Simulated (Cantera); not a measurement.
What does this Cantera script print?

```python
import numpy as np
import cantera as ct

gas_names = """
    H HO2 H2 H2O H2O2 Mg MgH MgO MgOH MgO2H2 Mg2 O OH O2 O3
""".split()
cond_names = """
    H2O(s) H2O(L) Mg(cr) Mg(L) MgO(s) MgO(L) MgO2H2(s)
""".split()


# ... load() reads the species with a 1 bar reference pressure and builds the phases ...
atoms = {
    'MgO': {'Mg': 1, 'O': 1},
    'H2O': {'H': 2, 'O': 1},
    'O2': {'O': 2},
}
top_T = {}  # K; cautious upper limits of use, not melting points


# ... equilibrate(T, P, feed) seeds the gas with the atoms and calls Mixture.equilibrate('TP', solver="vcs", rtol=1e-11, max_steps=5000) ...
results = []
feed = {'MgO': 1, 'H2O': 0.01, 'O2': 0.01}  # mol
T = 1150  # K
P = 15000  # Pa
mix = equilibrate(T, P, feed)
results.append((T, P, feed, dict(zip(mix.species_names, mix.species_moles))))
x = sorted(zip(gas.X, gas.species_names), reverse=True)
print(f"T = {T:g} K  P = {P:g} Pa  gas = {mix.phase_moles(0):.4g} mol")
print("   x: " + "  ".join(f"{s} {v:.3e}" for v, s in x if v > 1e-05))
print("   condensed (mol): " + ("  ".join(f"{mix.phase(i).name} {mix.phase_moles(i):.4g}"
      for i in range(1, mix.n_phases) if mix.phase_moles(i) > 1e-12) or "none"))
```

It prints:

```
T = 1150 K  P = 15000 Pa  gas = 0.02 mol
   x: O2 5.000e-01  H2O 5.000e-01
   condensed (mol): MgO(s) 1
```

Method: chemical equilibrium by Gibbs-energy minimisation in Cantera with the NASA 1993 tables (ideal gas, pure condensed phases).
